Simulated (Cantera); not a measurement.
## Adiabatic ignition

An adiabatic, constant-pressure homogeneous reactor starts with CH₄ : CO : O₂ : N₂ = 1 : 0.37 : 4.17 : 15.7 (molar parts), at 1348 K and 5.00 bar.

Computed with Cantera and GRI-Mech 3.0 (53 species, 325 reactions).

```tsv
t (s)	T (K)	x CH₄	x CO	x O₂	x HCN	x HO₂	x C₂H₂	x C₂H₄
6.00e-6	1348	0.0471	0.0174	0.196	<1e-12	1.44e-7	<1e-12	1.34e-12
2.49e-5	1348	0.0471	0.0174	0.196	<1e-12	4.93e-7	<1e-12	1.63e-10
0.000103	1348	0.0471	0.0174	0.196	<1e-12	1.19e-6	<1e-12	3.25e-8
0.000428	1350	0.0467	0.0174	0.196	<1e-12	4.31e-6	1.37e-9	4.17e-6
0.00177	2407	<1e-12	0.00205	0.0930	1.11e-12	8.64e-6	<1e-12	<1e-12
0.00735	2400	<1e-12	0.00199	0.0912	1.48e-12	8.35e-6	<1e-12	<1e-12
0.0305	2389	<1e-12	0.00189	0.0881	1.81e-12	7.88e-6	<1e-12	<1e-12
0.126	2386	<1e-12	0.00188	0.0875	1.85e-12	7.78e-6	<1e-12	<1e-12
0.524	2386	<1e-12	0.00188	0.0875	1.85e-12	7.78e-6	<1e-12	<1e-12
2.17	2386	<1e-12	0.00188	0.0875	1.85e-12	7.78e-6	<1e-12	<1e-12
9.00	2386	<1e-12	0.00188	0.0875	1.85e-12	7.78e-6	<1e-12	<1e-12
```
x: mole fraction; the columns are a selection and need not sum to one.

- time of steepest temperature rise = 1.30 ms
- temperature at 9.00 s = 2386 K
- equilibrium temperature = 2386 K
- x(CH₄) at 9.00 s = <1e-12 (gas-phase equilibrium <1e-12)
- x(CO) at 9.00 s = 0.00188 (gas-phase equilibrium 0.00188)
- x(O₂) at 9.00 s = 0.0875 (gas-phase equilibrium 0.0875)
